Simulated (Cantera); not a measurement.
**Gas-phase reforming**

An isothermal, constant-pressure homogeneous reactor starts with 22.2 % CH₄, 71.1 % H₂O, 6.67 % H₂, at 1425 K and 4.93 atm.

Model: GRI-Mech 3.0 (53 species, 325 reactions), integrated in Cantera.

```
t (s)      x CH₄  x H₂O    x H₂    x C₂H₂     x C₂H      x O₂     x O
--------  ------  -----  ------  --------  --------  --------  ------
2.00e-6    0.222  0.711  0.0667    <1e-12    <1e-12    <1e-12  <1e-12
9.70e-6    0.222  0.711  0.0667    <1e-12    <1e-12    <1e-12  <1e-12
4.71e-5    0.222  0.711  0.0667  2.86e-12    <1e-12    <1e-12  <1e-12
0.000228   0.222  0.711  0.0667   1.36e-9    <1e-12    <1e-12  <1e-12
0.00111    0.222  0.711  0.0668   1.34e-7    <1e-12    <1e-12  <1e-12
0.00537    0.221  0.711  0.0674   1.27e-5    <1e-12    <1e-12  <1e-12
0.0261     0.217  0.709  0.0713  0.000561  4.00e-12    <1e-12  <1e-12
0.126      0.199  0.699  0.0914   0.00602  4.23e-11  1.04e-12  <1e-12
0.613      0.149  0.668   0.151    0.0194  1.44e-10    <1e-12  <1e-12
2.97       0.125  0.617   0.208    0.0171  1.33e-10    <1e-12  <1e-12
14.4       0.114  0.535   0.282   0.00569  3.77e-11    <1e-12  <1e-12
70.0      0.0766  0.441   0.383   0.00104  5.91e-12    <1e-12  <1e-12
```
x: mole fraction; the columns are a selection and need not sum to one.

Equilibrium at this temperature and pressure: CH₄ 1.74e-5, H₂O 0.308, H₂ 0.539, C₂H₂ 1.98e-11, C₂H <1e-12, O₂ <1e-12, O <1e-12 (gas phase only).
